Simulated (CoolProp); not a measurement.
Computed with CoolProp (reference Helmholtz-energy equation of state, Leachman 2009).

For normal hydrogen, give the phase and the viscosity (µPa s), Prandtl number at -162.75 °C and 362 kPa; -134.95 °C and 362 kPa; -107.25 °C and 362 kPa.


- -162.75 °C and 362 kPa: gas; viscosity 4.44, Prandtl number 0.680
- -134.95 °C and 362 kPa: gas; viscosity 5.21, Prandtl number 0.685
- -107.25 °C and 362 kPa: gas; viscosity 5.93, Prandtl number 0.686

Viscosity comes from a separate model (Muzny 2013). Thermal conductivity comes from a separate model (Assael 2011).
